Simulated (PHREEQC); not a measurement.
A solution holds 1.5 mmol/kgw KHCO3, 8 mmol/kgw NaOH and 1.2 mmol/kgw HF, at 60 °C. Closed to the air; pH follows from the charge balance.

The numbers come from PHREEQC with the ion-association model, phreeqc.dat.

No solid was allowed to form.

Problem. Estimate the pH.

Solution. pH 10.71.

Problem. In which forms is C present?

Solution. CO3-2 61 %, NaCO3- 27 %, HCO3- 12 % of the C.

Species that the database lacks are ignored. Away from 25 °C the constants follow the database's enthalpies or fits; those with neither stay at their 25 °C values.
